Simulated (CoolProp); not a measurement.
Computed with CoolProp (reference Helmholtz-energy equation of state, Outcalt 1996). It is a modified Benedict-Webb-Rubin equation, recast in Helmholtz form.

Q: Give the vapour pressure (MPa), vapour density (kg/m³), liquid cp (kJ/(kg K)), vapour viscosity (µPa s) of saturated R152A at 339.8 K.

A: 
```json
[
 {"T (K)": "339.8", "p (MPa)": "1.75", "vapour density (kg/m³)": "57.3", "liquid cp (kJ/(kg K))": "2.13", "vapour viscosity (µPa s)": "13.3"}
]
```

Viscosity comes from a separate model (Bell 2016), an estimate that may be off by 10 % or more.
